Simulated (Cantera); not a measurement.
Cantera run, input and output.

```python
import numpy as np
import cantera as ct

gas = ct.Solution("h2o2.yaml")
gas.TPX = 698, 280000, {'H2': 1, 'O2': 0.227, 'N2': 0.855}
flame = ct.FreeFlame(gas, width=0.019)
flame.set_refine_criteria(ratio=3, slope=0.08, curve=0.16)
flame.transport_model = "mixture-averaged"
flame.solve(loglevel=0, auto=True)
z, T = flame.grid, flame.T
thick = (T[-1] - T[0]) / np.gradient(T, z).max()
show = ['H2', 'O2', 'H2O2', 'OH', 'HO2', 'H']
print(f"laminar burning velocity  {flame.velocity[0] * 100:.3f} cm/s")
print(f"burnt temperature         {T[-1]:.1f} K")
print(f"thermal thickness         {thick * 1e3:.4f} mm")
print(f"grid points               {len(z)}")
z0 = z[flame.heat_release_rate.argmax()]
print(f"{'z/mm':>9s}{'T/K':>9s}{'u/(m/s)':>9s}" + "".join(f"{s:>11s}" for s in show))
rows = []
for k in (-3, -2, -1.5, -1, -0.5, -0.25, 0, 0.25, 0.5, 1, 2, 4, 8):
    zz = z0 + k * thick
    rows.append([k * thick, np.interp(zz, z, T), np.interp(zz, z, flame.velocity),
                 *(np.interp(zz, z, flame.X[gas.species_index(s)]) for s in show)])
    print(f"{rows[-1][0] * 1e3:9.3f}{rows[-1][1]:9.1f}{rows[-1][2]:9.3f}" + "".join(f"{x:11.3e}" for x in rows[-1][3:]))
```

Output:

```
laminar burning velocity  1227.434 cm/s
burnt temperature         2313.0 K
thermal thickness         0.1309 mm
grid points               128
     z/mm      T/K  u/(m/s)         H2         O2       H2O2         OH        HO2          H
   -0.393    698.0   12.274  4.803e-01  1.090e-01  2.482e-14  1.504e-17  5.606e-12  2.340e-15
   -0.262    698.0   12.274  4.803e-01  1.090e-01  2.555e-13  1.763e-14  4.665e-10  3.814e-12
   -0.196    698.0   12.274  4.803e-01  1.090e-01  1.353e-11  2.551e-12  2.384e-08  7.441e-10
   -0.131    698.1   12.276  4.803e-01  1.090e-01  4.167e-09  2.543e-09  3.339e-06  4.024e-07
   -0.065    727.8   12.721  4.756e-01  1.088e-01  4.598e-06  8.271e-05  3.848e-04  4.304e-04
   -0.033    939.3   16.050  4.446e-01  1.023e-01  1.273e-05  6.847e-04  3.107e-04  7.961e-03
    0.000   1325.3   22.029  3.589e-01  6.901e-02  4.379e-06  2.265e-03  1.481e-04  3.996e-02
    0.033   1609.0   26.486  2.776e-01  2.265e-02  1.604e-06  4.058e-03  4.729e-05  7.118e-02
    0.065   1740.0   28.485  2.525e-01  5.396e-03  8.642e-07  4.444e-03  1.093e-05  7.682e-02
    0.131   1858.6   30.199  2.525e-01  6.634e-04  4.824e-07  4.622e-03  1.384e-06  6.746e-02
    0.262   1973.8   31.801  2.616e-01  2.564e-04  2.693e-07  4.396e-03  5.952e-07  5.218e-02
    0.524   2080.5   33.244  2.707e-01  1.408e-04  1.419e-07  3.730e-03  3.492e-07  3.726e-02
    1.047   2167.9   34.398  2.783e-01  6.631e-05  7.144e-08  2.816e-03  1.790e-07  2.476e-02
```

Detailed kinetics in Cantera: the H2/O2 subset of GRI-Mech 3.0, which has no nitrogen chemistry. The hydrogen kinetics of GRI-Mech 3.0 are dated; newer H2 mechanisms differ, most at raised pressure. Burning velocities carry a grid error of a few per cent, more on coarse grids.
